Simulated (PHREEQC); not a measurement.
## Phosphoric acid bath: an equilibrium model

Dissolve 0.0072 mol H3PO4 and 3.1e-05 mol H3AsO4 per kg of water at 2.6 °C. Closed to the air; pH follows from the charge balance.

Equilibrium calculation in PHREEQC: ion-association model, wateq4f.dat.

Precipitation was switched off in this run.

### Question
Estimate the pH, ionic strength.

### Answer
pH 2.34; ionic strength 0.00491 mol/kgw.

### Question
In which forms is As present?

### Answer
H2AsO4- 60 %, H3AsO4 40 % of the As.

H3PO4, which wateq4f.dat lacks, is added to it with the constant of phreeqc.dat. At this temperature some constants are extrapolated from 25 °C, and those without enthalpy data are left unchanged.
